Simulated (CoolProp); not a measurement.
Vapour-liquid equilibrium of CHF3 (R23) (1) + R22 (2) at 0.232 MPa; x and y are mole fractions of (1).

Model: multi-fluid Helmholtz-energy mixture model, Penoncello 2003 and Kamei 1995; pair parameters Bell 2016, in CoolProp.

| x | bubble temperature (°C) | y at the bubble point | dew temperature at overall composition x (°C) | liquid density (mol/L) |
|---|---|---|---|---|
| 0.05 | -27.9 | 0.255 | -22.6 | 15.94 |
| 0.125 | -35.7 | 0.499 | -24.5 | 16.36 |
| 0.2 | -41.7 | 0.645 | -26.4 | 16.73 |
| 0.275 | -46.4 | … | -28.5 | 17.06 |
| 0.35 | … | … | … | … |
| 0.425 | -53.1 | 0.845 | -33.2 | 17.65 |
| 0.5 | -55.6 | … | -35.8 | 17.93 |
| 0.575 | -57.7 | 0.904 | -38.7 | 18.20 |
| 0.65 | -59.5 | 0.925 | -42.0 | 18.46 |
| 0.725 | -61.2 | 0.944 | -45.7 | 18.73 |
| 0.8 | -62.7 | 0.960 | -50.0 | 19.00 |
| 0.875 | -64.1 | 0.975 | -55.3 | … |
| 0.95 | -65.4 | 0.990 | … | 19.57 |

### Question
What belongs in the gaps?

### Answer

- 0.275, y at the bubble point: 0.738
- 0.35, bubble temperature (°C): -50.1
- 0.35, y at the bubble point: 0.801
- 0.35, dew temperature at overall composition x (°C): -30.7
- 0.35, liquid density (mol/L): 17.36
- 0.5, y at the bubble point: 0.878
- 0.875, liquid density (mol/L): 19.28
- 0.95, dew temperature at overall composition x (°C): -61.7

No azeotrope shows between x = 0.05 and 0.95.

Pair parameters are fitted to limited data, so mixtures are less certain than the pure fluids.
